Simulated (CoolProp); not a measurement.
A simple Rankine cycle with water: condensing at 300.15 K, boiler at 4.46 MPa, turbine inlet 545.1 K, turbine efficiency 0.7, pump efficiency 0.8, no recuperator. Each further row changes one setting.

Values from CoolProp's reference Helmholtz-energy equation of state, Wagner 2002.

```tsv
case	thermal efficiency (%)	net work (kJ/kg)	heat in (kJ/kg)	turbine exit temperature (K)	volume ratio over the turbine
as stated	25.9	…	2740	300.2	…
turbine inlet 565.1 K	26.1	…	2800	300.2	650
condensing temperature 292.15 K	26.8	…	2770	292.1	…
boiler pressure 3.12 MPa	25.0	…	2800	300.2	462
turbine efficiency 0.6	22.2	607	2740	300.2	…
```

Task: What belongs in the gaps?

Result: 
- as stated, net work (kJ/kg): 709
- as stated, volume ratio over the turbine: 681
- turbine inlet 565.1 K, net work (kJ/kg): 730
- condensing temperature 292.15 K, net work (kJ/kg): 742
- condensing temperature 292.15 K, volume ratio over the turbine: 1070
- boiler pressure 3.12 MPa, net work (kJ/kg): 699
- turbine efficiency 0.6, volume ratio over the turbine: 716

The expansion ends wet for: as stated; turbine inlet 565.1 K; condensing temperature 292.15 K; boiler pressure 3.12 MPa; turbine efficiency 0.6.
